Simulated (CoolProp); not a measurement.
Values from CoolProp's reference Helmholtz-energy equation of state, Lemmon 2006. It is a short technical equation, of lower accuracy than the large ones.

Task: Give the vapour pressure (bar), vapour density (kg/m³), liquid cp (kJ/(kg K)), surface tension (mN/m) of saturated carbonyl sulfide at 222.9, 238.3, 253.7 K.

Result: 
```json
[
 {"T (K)": "222.9", "p (bar)": "1.01", "vapour density (kg/m³)": "3.37", "liquid cp (kJ/(kg K))": "1.18", "surface tension (mN/m)": "20.8"},
 {"T (K)": "238.3", "p (bar)": "1.96", "vapour density (kg/m³)": "6.22", "liquid cp (kJ/(kg K))": "1.20", "surface tension (mN/m)": "17.9"},
 {"T (K)": "253.7", "p (bar)": "3.48", "vapour density (kg/m³)": "10.6", "liquid cp (kJ/(kg K))": "1.23", "surface tension (mN/m)": "15.2"}
]
```

Surface tension comes from a separate correlation (Mulero 2012).
